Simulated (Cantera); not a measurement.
A perfectly stirred reactor is fed with H₂ : O₂ = 0.24 : 1 (molar parts), at 0.0257 atm; it is held at 1150 K, and followed from long to short residence time.

Model: the H2/O2 subset of GRI-Mech 3.0, which has no nitrogen chemistry, integrated in Cantera. Radical loss at walls, strong at low pressure, is not modelled. The temperature is held fixed by assumption; the heat of reaction is taken as removed at once.

### Question
What does this change do: pressure from 0.0257 atm to 0.00602 atm?

### Answer
| quantity | before | after |
|---|---|---|
| x(H₂) at τ = 12.0 s | 9.10e-5 | 0.000284 |
| x(O₂) at τ = 12.0 s | 0.785 | 0.784 |
| x(HO₂) at τ = 12.0 s | 2.19e-6 | 1.89e-6 |
| x(H₂O₂) at τ = 12.0 s | 2.38e-7 | 1.32e-7 |
| x(H₂O) at τ = 12.0 s | 0.214 | 0.213 |
| x(H₂) at τ = 57.0 ms | 0.00258 | 0.00694 |
| x(O₂) at τ = 57.0 ms | 0.778 | 0.743 |
| x(HO₂) at τ = 57.0 ms | 1.60e-5 | 4.76e-6 |
| x(H₂O₂) at τ = 57.0 ms | 8.44e-7 | 1.77e-7 |
| x(H₂O) at τ = 57.0 ms | 0.208 | 0.182 |

### Question
What does this change do: temperature 1150 to 1450 K?

### Answer
| quantity | before | after |
|---|---|---|
| x(H₂) at τ = 12.0 s | 9.10e-5 | 7.16e-5 |
| x(O₂) at τ = 12.0 s | 0.785 | 0.785 |
| x(HO₂) at τ = 12.0 s | 2.19e-6 | 7.24e-7 |
| x(H₂O₂) at τ = 12.0 s | 2.38e-7 | 4.28e-8 |
| x(H₂O) at τ = 12.0 s | 0.214 | 0.213 |
| x(H₂) at τ = 57.0 ms | 0.00258 | 0.00230 |
| x(O₂) at τ = 57.0 ms | 0.778 | 0.766 |
| x(HO₂) at τ = 57.0 ms | 1.60e-5 | 7.35e-6 |
| x(H₂O₂) at τ = 57.0 ms | 8.44e-7 | 2.47e-7 |
| x(H₂O) at τ = 57.0 ms | 0.208 | 0.202 |
